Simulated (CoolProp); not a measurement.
A single-stage vapour-compression cycle with vinyl chloride: evaporating at 307.15 K (dew point), condensing at 365.15 K (bubble point), superheat 0 K, subcooling 0 K, compressor efficiency 0.75, no pressure losses. Each further row changes one setting.

Model: reference Helmholtz-energy equation of state, Thol 2022, in CoolProp.

| case | cooling COP | pressure ratio | discharge temperature (K) | refrigerating effect (kJ/kg) | volumetric capacity (kJ/m³) |
|---|---|---|---|---|---|
| as stated | 3.05 | 3.87 | 398.6 | 218 | 3000 |
| evaporating temperature 312.15 K | 3.46 | 3.37 | 395.0 | 221 | 3470 |
| condensing temperature 360.15 K | 3.44 | 3.50 | 391.4 | 227 | 3130 |
| subcooling 5 K | 3.18 | 3.87 | 398.6 | 227 | 3130 |
| superheat 10 K | 3.05 | 3.87 | 409.2 | 228 | 3010 |
| compressor efficiency 0.65 | 2.64 | 3.87 | 407.5 | 218 | 3000 |
